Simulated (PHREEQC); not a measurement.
Make-up at 60 °C: 0.01 mol/kgw TMAH and 3.1e-05 mol/kgw H4SiO4. Closed to the air; pH follows from the charge balance.

All values are PHREEQC results (ion-association model, wateq4f.dat), not measurements.

No solid was allowed to form.

### Question
Predict the pH.

### Answer
pH 10.98.

### Question
In which forms is Si present?

### Answer
H3SiO4- 93 %, H2SiO4-2 5.3 %, H4SiO4 2.2 % of the Si.

(CH3)4N+ isn't in the database: it is added as a free cation with an ion size of 4 Å. Constants without temperature data keep their 25 °C values here.
